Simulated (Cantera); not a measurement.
Input: 1 mol Si, 4.9 mol Cl2, 84 mol H2, equilibrated at 725 °C and 3.10 Pa.

Equilibrium computed with Cantera from the NASA thermochemical tables; the gas is ideal and each condensed phase is pure. Candidate condensed phases: Si; 19 gas species. The tables' values for SiCl3 are old estimates; treat these amounts as uncertain. Rates play no part.

Base state: H2 0.910, HCl 0.0791, SiCl2 0.00615, SiCl4 0.00386, SiCl3 0.000984, SiHCl3 0.000308 (mole fractions); condensed: gas only.

Problem. What changes in the equilibrium state with this change: Cl2 from 4.9 to 1.2 mol?

Solution. 
| species | before | after |
|---|---|---|
| H2 | 0.910 | 0.973 |
| HCl | 0.0791 | 0.0254 |
| SiCl2 | 0.00615 | 0.00112 |
| SiCl4 | 0.00386 | 6.80e-5 |
| SiCl3 | 0.000984 | 5.59e-5 |
| SiHCl3 | 0.000308 | 1.81e-5 |
| Si(s), mol | 0 | 0.892 |
